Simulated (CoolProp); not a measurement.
Vapour-liquid equilibrium of hexamethyldisiloxane (MM) (1) + toluene (2) at 393.8 K; x and y are mole fractions of (1).

Values from CoolProp's multi-fluid Helmholtz-energy mixture model, Thol 2016 and Lemmon 2006; pair parameters Bell 2016.

**Question.** Give the bubble pressure and the first vapour's composition at x = 0.05, 0.125, 0.275. Is there an azeotrope?

**Answer.** x = 0.05: 1.375 bar, y = 0.075; x = 0.125: 1.429 bar, y = 0.177; x = 0.275: 1.525 bar, y = 0.352. No azeotrope shows between x = 0.05 and 0.95.

Pair parameters are fitted to limited data, so mixtures are less certain than the pure fluids.
